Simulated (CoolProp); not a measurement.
Vapour-liquid equilibrium of CH2F2 (R32) (1) + R143a (2) at 309.5 K; x and y are mole fractions of (1).

Model: multi-fluid Helmholtz-energy mixture model, Tillner-Roth 1997 and Lemmon and Jacobsen 2000; pair parameters Bell 2016, in CoolProp.

```tsv
x	bubble pressure, mixture model (MPa)	bubble pressure, Raoult's law (MPa)	y, mixture model	y, Raoult's law
0.05	1.730	1.707	0.068	0.066
0.15	1.828	1.766	0.192	0.192
0.25	1.917	1.825	0.304	0.310
0.35	1.997	1.883	0.406	0.421
0.45	2.067	1.942	0.502	0.525
0.55	2.128	2.001	0.593	0.623
0.65	2.178	2.060	0.682	0.715
0.75	2.218	2.118	0.770	0.802
0.85	2.247	2.177	0.858	0.884
0.95	2.262	2.236	0.951	0.962
```

The largest gap from Raoult's law is +6.4 % in bubble pressure, at x = 0.45. No azeotrope shows between x = 0.05 and 0.95.

The pair parameters rest on a limited set of measurements; away from them the model extrapolates.
